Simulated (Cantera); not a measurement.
A closed system holds: 1 mol SiCl₄, 0.68 mol HCl, 2.5 mol H₂, held at 1273.15 K and 0.140 bar.

Cantera equilibrium calculation (NASA polynomials, part measured and part estimated; ideal gas, pure solids and liquids). Candidate condensed phases: Si; 19 gas species. The tables' values for SiCl₃ are old estimates; treat these amounts as uncertain. Kinetics and transport are ignored.

Base state: H₂ 0.546, HCl 0.220, SiCl₄ 0.186, SiHCl₃ 0.0185, SiCl₃ 0.0181, SiCl₂ 0.0116, SiH₂Cl₂ 0.000254 (mole fractions); condensed: gas only.

Question: What changes in the equilibrium state with this change: temperature from 1273.15 K to 1125 K?

Answer: 
```csv
species,before,after
H₂,0.546,0.582
SiCl₄,0.186,0.222
HCl,0.220,0.179
SiCl₂,0.0116,0.000559
SiCl₃,0.0181,0.00318
SiHCl₃,0.0185,0.0125
SiH₂Cl₂,0.000254,8.67e-5
```
